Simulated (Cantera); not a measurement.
# Hydrogen reduction and annealing atmospheres: NiS + H2

Input: 1 mol NiS, 11 mol H2, equilibrated at 775 °C and 1.00 bar.

Cantera equilibrium calculation (NASA polynomials, part measured and part estimated; ideal gas, pure solids and liquids). Candidate condensed phases: Ni, NiS, NiS2, Ni3S2, Ni3S4, S; 9 gas species. Equilibrium is a limit: real reactors are often held back by kinetics, nucleation or transport.

```yaml
x(H2): 0.970
x(H2S): 0.0303
n(Ni3S2(s)): 0.333 mol
gas_amount: 11.00 mol
log10 activity of Ni(s) (absent): -0.58
log10 activity of NiS(s) (absent): -0.84
log10 activity of S(l) (absent): -3.91
```
